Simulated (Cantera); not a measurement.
A closed system holds: 1 mol FeS, 0.068 mol SO3, 0.71 mol N2, equilibrated at 1300 °C and 34.0 mbar.

Cantera equilibrium calculation (NASA polynomials, part measured and part estimated; ideal gas, pure solids and liquids). Candidate condensed phases: Fe, FeO, FeS, FeSO4, FeS2, Fe2O3, Fe2(SO4)3, Fe3O4, S; 19 gas species. Metal and sulfide melt together well below either melting point, which pure phases cannot show. Mutual solubility and eutectic melting of coexisting phases are not modelled. The tables' stoichiometric FeO is somewhat more stable than real wüstite, so its field is too wide. FeO, FeS: taken at fixed stoichiometry. Equilibrium is a limit: real reactors are often held back by kinetics, nucleation or transport.

Base state: N2 0.865, S2 0.0707, SO2 0.0599, SO 0.00397, S2O 0.000709, S 0.000132 (mole fractions); condensed: FeO(s) + FeS(l).

### Question
What changes in the equilibrium state with this change: SO3 from 0.068 to 0.23 mol?

### Answer
```
species        before     after
-----------  --------  --------
N2              0.865     0.662
SO2            0.0599     0.180
S2             0.0707     0.147
S2O          0.000709   0.00213
SO            0.00397   0.00827
S            0.000132  0.000190
FeO(s), mol     0.102     0.293
FeS(l), mol     0.898     0.707
```

### Question
What changes in the equilibrium state with this change: N2 from 0.71 to 13 mol?

### Answer
```tsv
species	before	after
N2	0.865	0.991
S2	0.0707	0.00707
SO2	0.0599	0.00190
S2O	0.000709	2.24e-5
SO	0.00397	0.000397
S	0.000132	4.17e-5
FeO(s), mol	0.102	0.149
FeS(l), mol	0.898	0.851
```
